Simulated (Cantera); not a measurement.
A Cantera script and what it prints.

```python
import numpy as np
import cantera as ct

gas_names = """
    H HNO HNO2 HNO3 HO2 H2 H2O H2O2 N NH NH2 NH3 NH2OH NO NO2 NO3 N2 N2H2 N2H4 N2O O OH O2 O3 Pb PbO Pb2
""".split()
cond_names = """
    H2O(s) H2O(L) Pb(cr) Pb(L) PbO(rd) PbO(yw) PbO(L) PbO2(s) Pb3O4(s)
""".split()


# ... load() reads the species with a 1 bar reference pressure and builds the phases ...
atoms = {
    'PbO': {'Pb': 1, 'O': 1},
    'H2O': {'H': 2, 'O': 1},
    'N2': {'N': 2},
}
top_T = {'Pb3O4(s)': 820}  # K; cautious upper limits of use, not melting points


# ... equilibrate(T, P, feed) seeds the gas with the atoms and calls Mixture.equilibrate('TP', solver="vcs", rtol=1e-11, max_steps=5000) ...
results = []
feed = {'PbO': 1, 'H2O': 0.013, 'N2': 0.43}  # mol
T = 800  # K
P = 1000  # Pa
mix = equilibrate(T, P, feed)
results.append((T, P, feed, dict(zip(mix.species_names, mix.species_moles))))
x = sorted(zip(gas.X, gas.species_names), reverse=True)
print(f"T = {T:g} K  P = {P:g} Pa  gas = {mix.phase_moles(0):.4g} mol")
print("   x: " + "  ".join(f"{s} {v:.3e}" for v, s in x if v > 1e-06))
print("   condensed (mol): " + ("  ".join(f"{mix.phase(i).name} {mix.phase_moles(i):.4g}"
      for i in range(1, mix.n_phases) if mix.phase_moles(i) > 1e-12) or "none"))
```

Output:

```
T = 800 K  P = 1000 Pa  gas = 0.443 mol
   x: N2 9.707e-01  H2O 2.935e-02
   condensed (mol): PbO(yw) 1
```

Equilibrium computed with Cantera from the NASA thermochemical tables; the gas is ideal and each condensed phase is pure.
